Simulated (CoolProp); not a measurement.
R227EA along the isotherm 66.65 °C: Z from the reference equation and from simpler models built on Tc = 101.8 °C, pc = 2925 kPa, ω = 0.358; each cubic takes its own stable root.

Computed with CoolProp (reference Helmholtz-energy equation of state, Lemmon 2016).

| p (kPa) | phase | reference | van der Waals | Redlich-Kwong | Peng-Robinson |
|---|---|---|---|---|---|
| 46.3 | gas | 0.9923 | 0.9940 | 0.9928 | 0.9917 |
| 72 | gas | 0.9879 | 0.9907 | 0.9888 | 0.9871 |
| 112 | gas | 0.9811 | 0.9854 | 0.9825 | 0.9799 |
| 175 | gas | 0.9703 | 0.9771 | 0.9725 | 0.9683 |
| 272 | gas | 0.9531 | 0.9639 | 0.9567 | 0.9502 |
| 423 | gas | 0.9255 | 0.9428 | 0.9315 | 0.9211 |
| 659 | gas | 0.8791 | 0.9080 | 0.8897 | 0.8730 |
| 1030 | gas | 0.7953 | 0.8474 | 0.8167 | 0.7885 |
| 1600 | liquid | 0.08151 | 0.7307 | 0.6713 | 0.08403 |
| 2490 | liquid | 0.1248 | 0.2055 | 0.1527 | 0.1269 |
| 3870 | liquid | 0.1900 | 0.2982 | 0.2251 | 0.1903 |
| 6030 | liquid | 0.2887 | 0.4373 | 0.3318 | 0.2844 |
| 9390 | liquid | 0.4367 | 0.6434 | 0.4878 | 0.4231 |
| 14600 | liquid | 0.6570 | 0.9479 | 0.7153 | 0.6264 |

At some of these states van der Waals, Redlich-Kwong gives the other phase, because its saturation line lies elsewhere.
